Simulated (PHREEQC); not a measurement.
Make-up at 79 °C: 20 mmol/kgw HCl and 43 mmol/kgw CaCl2. Closed to the air; pH follows from the charge balance.

All values are PHREEQC results (ion-association model, phreeqc.dat), not measurements.

Each row changes one thing in this solution. No solid was allowed to form.

```
case                                            pH  ionic strength (mol/kgw)
--------------------------------------------  ----  ------------------------
as made                                       1.80                     0.149
CaCl2 from 0.043 to 0.0473 mol/kgw            1.80                     0.162
CaCl2 replaced by CuCl2 at the same molality     ?                     0.110
CaCl2 left out                                   ?                    0.0200
0.0017 mol/kgw Al(NO3)3 added                 1.80                     0.159
```

Problem. Fill in the missing entries.

Solution. 
- CaCl2 replaced by CuCl2 at the same molality, pH: 1.79
- CaCl2 left out, pH: 1.75

At this temperature some constants are extrapolated from 25 °C, and those without enthalpy data are left unchanged.
